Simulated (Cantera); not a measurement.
# Carbothermic reduction: CuO + CO + H2

Input: 1 mol CuO, 12 mol CO, 5.4 mol H2, held at 552 °C and 10.0 mbar.

Method: chemical equilibrium by Gibbs-energy minimisation in Cantera with the NASA 1993 tables (ideal gas, pure condensed phases). Candidate condensed phases: C, C6H6, C7H8, C8H18, Cu, CuO, Cu(OH)2, Cu2O, H2O; 113 gas species. Rates play no part.

- x(CO) = 0.534
- x(H2) = 0.315
- x(CO2) = 0.129
- x(H2O) = 0.0212
- x(CH4) = 0.000896
- n(C(graphite)) = 1.38 mol
- n(Cu(s)) = 1.00 mol
- gas amount = 15.99 mol
- log10 activity of Cu(OH)2(s) (absent) = -15.22
